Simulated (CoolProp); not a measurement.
A single-stage vapour-compression cycle with R245fa: evaporating at 303.15 K (dew point), condensing at 356.15 K (bubble point), superheat 10 K, subcooling 8 K, compressor efficiency 0.6, no pressure losses. Each further row changes one setting.

Model: reference Helmholtz-energy equation of state, Akasaka 2015, in CoolProp.

```json
[
 {"case": "as stated", "cooling COP": "2.80", "pressure ratio": "4.77", "discharge temperature (K)": "373.6", "refrigerating effect (kJ/kg)": "135", "volumetric capacity (kJ/m³)": "1310"},
 {"case": "evaporating temperature 308.15 K", "cooling COP": "3.23", "pressure ratio": "4.01", "discharge temperature (K)": "372.4", "refrigerating effect (kJ/kg)": "139", "volumetric capacity (kJ/m³)": "1590"},
 {"case": "condensing temperature 351.15 K", "cooling COP": "3.20", "pressure ratio": "4.21", "discharge temperature (K)": "368.6", "refrigerating effect (kJ/kg)": "142", "volumetric capacity (kJ/m³)": "1380"},
 {"case": "subcooling 13 K", "cooling COP": "2.95", "pressure ratio": "4.77", "discharge temperature (K)": "373.6", "refrigerating effect (kJ/kg)": "142", "volumetric capacity (kJ/m³)": "1380"},
 {"case": "superheat 20 K", "cooling COP": "2.87", "pressure ratio": "4.77", "discharge temperature (K)": "383.9", "refrigerating effect (kJ/kg)": "144", "volumetric capacity (kJ/m³)": "1350"},
 {"case": "compressor efficiency 0.5", "cooling COP": "2.33", "pressure ratio": "4.77", "discharge temperature (K)": "382.2", "refrigerating effect (kJ/kg)": "135", "volumetric capacity (kJ/m³)": "1310"}
]
```
